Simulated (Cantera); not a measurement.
**Equilibrium for iron carbonyl, mercury and lead vapours: Pb + H₂**

A closed system holds: 1 mol Pb, 1.7 mol H₂, held at 725 °C and 8.50 mbar.

Equilibrium computed with Cantera from the NASA thermochemical tables; the gas is ideal and each condensed phase is pure. Candidate condensed phases: Pb; 4 gas species. Rates play no part.

The x(H₂) comes out as 0.998 and the x(Pb) comes out as 0.00183. The n(Pb(l)) is 0.997 mol and the gas amount comes out as 1.703 mol.
